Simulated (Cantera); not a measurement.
## Stirred combustor or abatement burner

A perfectly stirred reactor is fed with 3.05 % CH₄, 2.99 % C₂H₆, 0.366 % C₃H₈, 18.4 % O₂, 69.1 % N₂, 6.09 % CO₂, equivalence ratio 1.00, at 8.50 bar; it is adiabatic with a 750 K inlet, and is followed from long to short residence time, starting on the burning branch (τ in s: 0.024, 0.011, 0.0049, 0.0023, 0.001, 0.00047, 0.00022, 0.0001, 4.6e-05, 2.1e-05, 9.6e-06, 4.4e-06).

Model: GRI-Mech 3.0 (53 species, 325 reactions), integrated in Cantera.

```
τ (s)    T (K)     x CH₄   x C₂H₆   x C₃H₈       x O   x CO₂      x NO
-------  -----  --------  -------  -------  --------  ------  --------
0.024     2413   8.79e-7  5.93e-8  9.55e-9  0.000278   0.143   0.00223
0.011     2410   1.80e-6  1.28e-7  2.05e-8  0.000300   0.142   0.00175
0.0049    2403   3.67e-6  2.86e-7  4.46e-8  0.000339   0.141   0.00125
0.0023    2390   6.81e-6  6.05e-7  9.13e-8  0.000403   0.140  0.000878
0.0010    2366   1.29e-5  1.37e-6  1.96e-7  0.000524   0.137  0.000595
0.00047   2335   2.23e-5  2.87e-6  3.83e-7  0.000697   0.133  0.000423
0.00022   2295   3.90e-5  5.92e-6  7.36e-7  0.000947   0.128  0.000301
0.00010   2244   7.25e-5  1.25e-5  1.45e-6   0.00128   0.123  0.000211
4.6e-5    2183  0.000144  2.67e-5  2.90e-6   0.00161   0.116  0.000144
2.1e-5    2105  0.000340  6.37e-5  6.56e-6   0.00174   0.107   8.86e-5
9.6e-6     750    0.0305   0.0299  0.00366    <1e-12  0.0609    <1e-12
4.4e-6     750    0.0305   0.0299  0.00366    <1e-12  0.0609    <1e-12
```
x: mole fraction; the columns are a selection and need not sum to one.
